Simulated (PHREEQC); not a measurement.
0.32 g of hydrous ferric oxide (600 m²/g; 0.2 weak and 0.005 strong sites per Fe, Dzombak-Morel constants, diffuse double layer) in 1 kg of water with 0.001 mol/kgw of an inert sodium salt and 0.072 mmol/kgw Na2SeO3, at 25 °C; the pH is set by adding NaOH or the inert anion's acid. The system is closed to oxygen. CO2 from the air is kept out. No solid was allowed to form.

The series has 17 steps of pH, from 4 to 12.

Computed with PHREEQC (ion-association model, wateq4f.dat).

**Question.** Near which pH is half of the Se sorbed, and on which side is more sorbed?

**Answer.** Near pH 8.9, with more sorbed at lower pH.

**Question.** At which pH does the surface charge pass through zero?

**Answer.** Near pH 7.8.

The database's selenite sorption wasn't checked against measurements; a fall in acid may be a fault of its surface constants.
